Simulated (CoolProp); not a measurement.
Computed with CoolProp (reference Helmholtz-energy equation of state, Zhou 2011).

Task: For dimethyl carbonate, give the phase and the isothermal compressibility (1/MPa), expansivity (1/kK) at 53.75 °C and 1.56 MPa; 136.85 °C and 23.8 MPa.

Result: 
- 53.75 °C and 1.56 MPa: liquid; isothermal compressibility 0.00111, expansivity 1.31
- 136.85 °C and 23.8 MPa: liquid; isothermal compressibility 0.00162, expansivity 1.33
